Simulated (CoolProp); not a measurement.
Computed with CoolProp (reference Helmholtz-energy equation of state, Penoncello 2003).

Give the vapour pressure (bar), liquid density (kg/m³), vapour density (kg/m³), enthalpy of vaporisation (kJ/kg) of saturated CHF3 (R23) at -82.55, -70.65 °C.


```
T (°C)  p (bar)  liquid density (kg/m³)  vapour density (kg/m³)  enthalpy of vaporisation (kJ/kg)
------  -------  ----------------------  ----------------------  --------------------------------
-82.55    0.982                    1450                    4.53                               240
-70.65     1.87                    1400                    8.32                               230
```
